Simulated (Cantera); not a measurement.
Input: 1 mol Si, 0.78 mol HCl, 1.1 mol H2, at 477 °C and 0.380 bar.

These are equilibrium values from Cantera (NASA tables, ideal gas, pure condensed phases), not measurements of a reactor. Candidate condensed phases: Si; 19 gas species. The tables' values for SiCl3 are old estimates; treat these amounts as uncertain. Rates play no part.

Base state: H2 0.871, SiCl4 0.0847, SiHCl3 0.0417, SiH2Cl2 0.00151, HCl 0.000801, SiCl3 1.71e-5, SiH3Cl 1.21e-5 (mole fractions); condensed: Si(s).

### Question
What changes in the equilibrium state with this change: pressure from 0.380 bar to 0.100 bar?

### Answer
```csv
species,before,after
H2,0.871,0.874
SiCl4,0.0847,0.0921
SiHCl3,0.0417,0.0319
SiH3Cl,1.21e-5,4.58e-6
SiH2Cl2,0.00151,0.000809
SiCl3,1.71e-5,2.54e-5
HCl,0.000801,0.00114
"Si(s), mol",0.787,0.791
```

### Question
What changes in the equilibrium state with this change: Si replaced by SiCl4?

### Answer
```
species       before     after
----------  --------  --------
H2             0.871     0.382
SiCl4         0.0847     0.347
HCl         0.000801     0.271
SiHCl3        0.0417  0.000221
SiH2Cl2      0.00151   1.03e-8
SiH3Cl       1.21e-5     <1e-9
Si(s), mol     0.787         0
```
